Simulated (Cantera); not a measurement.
Input: 1 mol B2O3, 2.4 mol HF, 8.4 mol H2, at 1498 K and 19.0 Pa.

Method: chemical equilibrium by Gibbs-energy minimisation in Cantera with the NASA 1993 tables (ideal gas, pure condensed phases). Candidate condensed phases: B, B2O3, B3O3H3, H2O; 43 gas species. Rates play no part.

Base state: H2 0.711, BOF 0.134, HF 0.0691, H2O 0.0505, HBO2 0.0334, H 0.00105, B2O3 0.000811, HBO 0.000254 (mole fractions); condensed: gas only.

Q: What changes in the equilibrium state with this change: 0.017 mol Cl2 added?

A: 
```json
[
 {"species": "H2", "before": "0.711", "after": "0.708"},
 {"species": "BOF", "before": "0.134", "after": "0.134"},
 {"species": "HF", "before": "0.0691", "after": "0.0690"},
 {"species": "HCl", "before": "0", "after": "0.00287"},
 {"species": "HBO2", "before": "0.0334", "after": "0.0334"},
 {"species": "H2O", "before": "0.0505", "after": "0.0504"},
 {"species": "HBO", "before": "0.000254", "after": "0.000253"},
 {"species": "BF3", "before": "2.24e-5", "after": "2.23e-5"},
 {"species": "H", "before": "0.00105", "after": "0.00105"}
]
```

Q: What changes in the equilibrium state with this change: 1.2 mol Cl2 added?

A: 
```tsv
species	before	after
H2	0.711	0.553
HCl	0	0.184
BOF	0.134	0.122
HBO2	0.0334	0.0303
H2O	0.0505	0.0458
HF	0.0691	0.0628
Cl	0	0.000249
BOCl	0	8.80e-5
HBO	0.000254	0.000197
BF3	2.24e-5	1.84e-5
```
The tables' values for BOCl are old estimates; treat these amounts as uncertain.

Q: What changes in the equilibrium state with this change: B2O3 replaced by CuO?

A: 
```csv
species,before,after
H2,0.711,0.656
HF,0.0691,0.213
H2O,0.0505,0.0887
BOF,0.134,0
Cu,0,0.0418
HBO2,0.0334,0
B2O3,0.000811,0
HBO,0.000254,0
CuF,0,0.000236
"Cu(l), mol",0,0.525
```
Further candidate phases: Cu, CuF2, CuO, Cu(OH)2, Cu2O.
